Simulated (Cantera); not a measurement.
Input: 1 mol FeS, 0.068 mol SO3, 0.71 mol N2, at 1573.15 K and 34.0 mbar.

Method: chemical equilibrium by Gibbs-energy minimisation in Cantera with the NASA 1993 tables (ideal gas, pure condensed phases). Candidate condensed phases: Fe, FeO, FeS, FeSO4, FeS2, Fe2O3, Fe2(SO4)3, Fe3O4, S; 19 gas species. Metal and sulfide melt together well below either melting point, which pure phases cannot show. Mutual solubility and eutectic melting of coexisting phases are not modelled. The tables' stoichiometric FeO is somewhat more stable than real wüstite, so its field is too wide. FeO, FeS: taken at fixed stoichiometry. The numbers say what is thermodynamically allowed, not how fast it happens.

Base state: N2 0.865, S2 0.0707, SO2 0.0599, SO 0.00397, S2O 0.000709, S 0.000132 (mole fractions); condensed: FeO(s) + FeS(l).

Task: What changes in the equilibrium state with this change: SO3 from 0.068 to 0.48 mol?

Result: 
```json
[
 {"species": "N2", "before": "0.865", "after": "0.488"},
 {"species": "SO2", "before": "0.0599", "after": "0.293"},
 {"species": "S2", "before": "0.0707", "after": "0.204"},
 {"species": "SO", "before": "0.00397", "after": "0.0114"},
 {"species": "S2O", "before": "0.000709", "after": "0.00347"},
 {"species": "S", "before": "0.000132", "after": "0.000224"},
 {"species": "FeO(s), mol", "before": "0.102", "after": "0.566"},
 {"species": "FeS(l), mol", "before": "0.898", "after": "0.434"}
]
```

Task: What changes in the equilibrium state with this change: 0.056 mol NH3 added?

Result: 
```tsv
species	before	after
N2	0.865	0.812
H2O	0	0.0668
S2	0.0707	0.0528
H2	0	0.0227
SO2	0.0599	0.0387
H2S	0	0.00250
SH	0	0.000741
H	0	3.33e-5
S2O	0.000709	0.000459
FeO(s), mol	0.102	0.0698
FeS(l), mol	0.898	0.930
```
Further candidate phases: Fe(OH)2, Fe(OH)3, H2O, H2SO4.
